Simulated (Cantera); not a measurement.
Input: 1 mol B, 5.3 mol H₂O, 0.11 mol N₂, at 12.0 mbar.

Method: chemical equilibrium by Gibbs-energy minimisation in Cantera with the NASA 1993 tables (ideal gas, pure condensed phases). Candidate condensed phases: B, BN, B₂O₃, B₃O₃H₃, H₂O; 39 gas species. The numbers say what is thermodynamically allowed, not how fast it happens.

Question: At 2025 K, list the 4 most abundant gas species with their mole fractions, and the condensed phases.

Answer: H₂O 0.558, H₂ 0.249, HBO₂ 0.157, N₂ 0.0185. Condensed: gas only.
